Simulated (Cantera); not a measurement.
A counterflow diffusion flame at 0.550 bar, nozzles 20 mm apart: fuel side 89.3 % CH₄, 10.7 % H₂ at 575 K, oxidiser side 20.0 % O₂, 80.0 % N₂ at 400 K, fuel mass flux 0.66 times the oxidiser's; mixture-averaged transport, no radiation.

Cantera simulation using GRI-Mech 3.0 (53 species, 325 reactions); the numbers are that mechanism's predictions, not measurements. GRI-Mech 3.0 has no aromatics or soot, which form on the fuel side of real flames. The maximum strain rate includes the flame's own expansion and is several times the mean. A flux with no burning solution from the previous one only brackets extinction.

x: mole fraction; the columns are a selection and need not sum to one.

```tsv
oxidiser flux (kg/m²/s)	max strain (1/s)	mean strain (1/s)	T max (K)	peak x OH	peak x H	peak x NO	peak x CO	peak x C₂H₂
0.33	388	99.7	1976	0.00719	0.00640	0.000134	0.0484	0.00984
0.49	545	148	1950	0.00678	0.00652	0.000103	0.0484	0.00888
0.73	(withheld)	221	1922	0.00631	0.00651	(withheld)	0.0490	(withheld)
1.1	(withheld)	332	1879	(withheld)	0.00616	(withheld)	0.0501	(withheld)
1.6	1550	484	1792	0.00396	0.00479	1.39e-5	0.0508	0.00312
```

What belongs in the gaps?


- 0.73, max strain (1/s): 757
- 0.73, peak x NO: 7.31e-5
- 0.73, peak x C₂H₂: 0.00773
- 1.1, max strain (1/s): 1110
- 1.1, peak x OH: 0.00551
- 1.1, peak x NO: 4.26e-5
- 1.1, peak x C₂H₂: 0.00596
